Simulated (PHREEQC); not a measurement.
A solution holds 0.55 mol/kgw MgCl2, 0.3 mol/kgw K2SO4 and 1.2 mol/kgw KBr, at 25 °C. Closed to the air; pH follows from the charge balance.

Model: Pitzer model, pitzer.dat, run in PHREEQC.

The ionic strength is 3.75 mol/kgw. The activity of water comes out as 0.917 and the density is 1.163 g/cm³. The osmotic coefficient is 0.976.

```tsv
species	molality	activity	log γ
K+	1.80	1.10	-0.215
Br-	1.20	0.789	-0.182
Cl-	1.10	0.632	-0.240
Mg+2	0.550	0.215	-0.409
SO4-2	0.300	0.00586	-1.710
MgOH+	1.00e-6	5.12e-7	-0.292
```

Precipitation was switched off in this run.
